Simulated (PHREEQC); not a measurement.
Model water analysis in mmol/kgw, 25 °C, pH 7.1, pe 9.2: Na 70.7; K 13.4; Ca 2.35; Mg 8.9; Cl 58.6; S(6) 24.6; Alkalinity (meq/kgw) 1.51; Cd 0.0171; Zn 0.127.

Valence states are taken as typed.

Equilibrium calculation in PHREEQC: ion-association model, phreeqc.dat.

This is a speciation only: nothing precipitates in the calculation.

**Question.** Estimate the ionic strength, charge-balance error.

**Answer.** ionic strength 0.123 mol/kgw; charge-balance error -1.2 %.

**Question.** In which forms is C present?

**Answer.** HCO3- 83 %, CO2 11 %, MgHCO3+ 2.2 %, NaHCO3 1.9 %, CaHCO3+ 0.6 % of the C.

The solution is supersaturated, for example in Otavite, so a real one may precipitate; this is no full list.
